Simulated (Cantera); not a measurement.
An isothermal, constant-pressure homogeneous reactor starts with CO : O2 : H2O : N2 = 0.0091 : 0.017 : 0.086 : 1 (molar parts), at 1175 K and 0.671 atm. Integrator tolerance rtol = 1e-08.

Computed with Cantera and GRI-Mech 3.0 (53 species, 325 reactions).

Q: What does this change do: temperature 1175 to 875 K?

A: 
| quantity | before | after |
|---|---|---|
| x(CO) at 40.0 s | 9.05e-10 (gas-phase equilibrium 9.06e-10) | 0.00376 (gas-phase equilibrium <1e-12) |
| x(O2) at 40.0 s | 0.0112 (gas-phase equilibrium 0.0112) | 0.0131 (gas-phase equilibrium 0.0112) |
| x(H2O) at 40.0 s | 0.0776 (gas-phase equilibrium 0.0776) | 0.0774 (gas-phase equilibrium 0.0776) |
| x(NO) at 40.0 s | 3.64e-8 (gas-phase equilibrium 4.00e-5) | <1e-12 (gas-phase equilibrium 1.62e-6) |
| x(HO2) at 40.0 s | 8.99e-10 (gas-phase equilibrium 8.98e-10) | 1.56e-6 (gas-phase equilibrium 8.44e-12) |
| x(O) at 40.0 s | 1.89e-9 (gas-phase equilibrium 1.89e-9) | 9.65e-9 (gas-phase equilibrium <1e-12) |
